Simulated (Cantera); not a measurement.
Input (Python, Cantera) and output of one run.

```python
import numpy as np
import cantera as ct

gas_names = [...]  # 151 gases of nasa_gas.yaml made of C, H, N, O, Si
cond_names = """
    C(gr) C6H6(L) C7H8(L) C8H18(L),n-octa H2O(s) H2O(L) Si(cr) Si(L) SiC(b) SiO2(Lqz) SiO2(hqz) SiO2(L)
    Si2N2O(s) Si3N4(a)
""".split()


# ... load() reads the species with a 1 bar reference pressure and builds the phases ...
atoms = {
    'SiC': {'Si': 1, 'C': 1},
    'N2O': {'N': 2, 'O': 1},
    'H2': {'H': 2},
}
top_T = {'C(gr)': 4500, 'SiC(b)': 3050, 'Si2N2O(s)': 2100, 'Si3N4(a)': 2400}  # K; cautious upper limits of use, not melting points


# ... equilibrate(T, P, feed) seeds the gas with the atoms and calls Mixture.equilibrate('TP', solver="vcs", rtol=1e-11, max_steps=5000) ...
results = []
feed = {'SiC': 1, 'N2O': 4.6, 'H2': 700}  # mol
T = 1748.15  # K
for P in [0.1, 1.5, 22, 320, 4600, 68000, 1000000]:
    mix = equilibrate(T, P, feed)
    results.append((T, P, feed, dict(zip(mix.species_names, mix.species_moles))))

top = {s: max(r[3][s] / sum(r[3][g] for g in gas_names) for r in results) for s in gas_names}
cols = sorted((s for s in top if top[s] > 0.0001), key=lambda s: -top[s])[:9]
seen = [c for c in cond_names if any(r[3].get(c, 0) > 1e-12 for r in results)]
print("log10 of partial pressures in bar; condensed amounts in mol")
print(f"{'P/Pa':>10s}" + "".join(f"{s[:9]:>10s}" for s in cols + seen))
for T, P, feed, n in results:
    ng = sum(n[g] for g in gas_names)
    print(f"{P:10.4g}" + "".join(f"{np.log10(max(n[s] / ng * P / 1e5, 1e-99)):10.3f}" for s in cols)
          + "".join(f"{n.get(c, 0):10.4g}" for c in seen))
```

It prints:

```
log10 of partial pressures in bar; condensed amounts in mol
      P/Pa        H2         H        N2       H2O        CO       SiO   SiO2(L)
       0.1    -6.105    -6.693    -8.233    -8.489    -8.896    -8.896         0
       1.5    -4.855    -6.068    -7.023    -7.272    -7.686    -7.686         0
        22    -3.670    -5.476    -5.847    -6.096    -6.511    -6.510         0
       320    -2.502    -4.892    -4.682    -4.930    -5.345    -5.345         0
      4600    -1.343    -4.312    -3.524    -3.772    -4.187    -4.187         0
   6.8e+04    -0.172    -3.727    -2.354    -2.739    -3.017    -3.546    0.7044
     1e+06     0.995    -3.143    -1.187    -1.634    -1.855    -3.482    0.9767
```

Cantera equilibrium calculation (NASA polynomials, part measured and part estimated; ideal gas, pure solids and liquids). The tables hold silica as quartz up to 1696 K and as liquid above; real silica turns to tridymite and cristobalite and melts near 1996 K. Gases not in the tables: Si(OH)4.
